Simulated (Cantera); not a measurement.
Feed: 1 mol Si, 0.54 mol H₂O, 0.07 mol O₂, held at 1675 K and 1.20 bar.

Cantera equilibrium calculation (NASA polynomials, part measured and part estimated; ideal gas, pure solids and liquids). Candidate condensed phases: H₂O, Si, SiO₂; 18 gas species. Mutual solubility and eutectic melting of coexisting phases are not modelled. The tables hold silica as quartz up to 1696 K and as liquid above; real silica turns to tridymite and cristobalite and melts near 1996 K. Gases not in the tables: Si₂H₆ and higher silanes. The numbers say what is thermodynamically allowed, not how fast it happens.

Base state: H₂ 0.992, SiO 0.00741, H 0.000106, H₂O 1.75e-5, SiH₂ 1.12e-5 (mole fractions); condensed: Si(s) + SiO₂(β-quartz).

### Question
What changes in the equilibrium state with this change: temperature from 1675 K to 1348 K?

### Answer
```tsv
species	before	after
H₂	0.992	1.000
SiO	0.00741	1.96e-5
H	0.000106	2.11e-6
SiH₂	1.12e-5	1.69e-7
H₂O	1.75e-5	5.37e-7
Si(s), mol	0.658	0.660
SiO₂(β-quartz), mol	0.338	0.340
```
